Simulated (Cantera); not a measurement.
## Reactions in the system N-O-Ta

Standard-state values (1 bar) from the NASA 1993 polynomials, evaluated with Cantera. Values are per mole of reaction as written; species without (g) are pure solids or liquids, kept so even where they would boil at 1 bar.

3 Ta2O5 + N2O(g) ⇌ 6 TaO2(g) + 2 NO2(g)

```json
[
 {"T (K)": "300", "ΔH° (kJ)": "4919.6", "ΔS° (J/K)": "1511.8", "ΔG° (kJ)": "4466.1", "log10 K": "-777.59", "condensed phases": "Ta2O5(s)"},
 {"T (K)": "1325", "ΔH° (kJ)": "4768.0", "ΔS° (J/K)": "1304.9", "ΔG° (kJ)": "3039.0", "log10 K": "-119.80", "condensed phases": "Ta2O5(s)"},
 {"T (K)": "1475", "ΔH° (kJ)": "4741.3", "ΔS° (J/K)": "1285.8", "ΔG° (kJ)": "2844.8", "log10 K": "-100.74", "condensed phases": "Ta2O5(s)"},
 {"T (K)": "1625", "ΔH° (kJ)": "4713.8", "ΔS° (J/K)": "1268.1", "ΔG° (kJ)": "2653.2", "log10 K": "-85.28", "condensed phases": "Ta2O5(s)"},
 {"T (K)": "1775", "ΔH° (kJ)": "4685.9", "ΔS° (J/K)": "1251.6", "ΔG° (kJ)": "2464.3", "log10 K": "-72.52", "condensed phases": "Ta2O5(s)"},
 {"T (K)": "1925", "ΔH° (kJ)": "4657.4", "ΔS° (J/K)": "1236.2", "ΔG° (kJ)": "2277.7", "log10 K": "-61.80", "condensed phases": "Ta2O5(s)"},
 {"T (K)": "2075", "ΔH° (kJ)": "4265.9", "ΔS° (J/K)": "1045.6", "ΔG° (kJ)": "2096.3", "log10 K": "-52.77", "condensed phases": "Ta2O5(l)"},
 {"T (K)": "2225", "ΔH° (kJ)": "4217.3", "ΔS° (J/K)": "1022.9", "ΔG° (kJ)": "1941.2", "log10 K": "-45.57", "condensed phases": "Ta2O5(l)"},
 {"T (K)": "2375", "ΔH° (kJ)": "4168.9", "ΔS° (J/K)": "1001.9", "ΔG° (kJ)": "1789.4", "log10 K": "-39.35", "condensed phases": "Ta2O5(l)"},
 {"T (K)": "2525", "ΔH° (kJ)": "4120.7", "ΔS° (J/K)": "982.2", "ΔG° (kJ)": "1640.6", "log10 K": "-33.94", "condensed phases": "Ta2O5(l)"},
 {"T (K)": "2675", "ΔH° (kJ)": "4072.7", "ΔS° (J/K)": "963.8", "ΔG° (kJ)": "1494.7", "log10 K": "-29.19", "condensed phases": "Ta2O5(l)"}
]
```
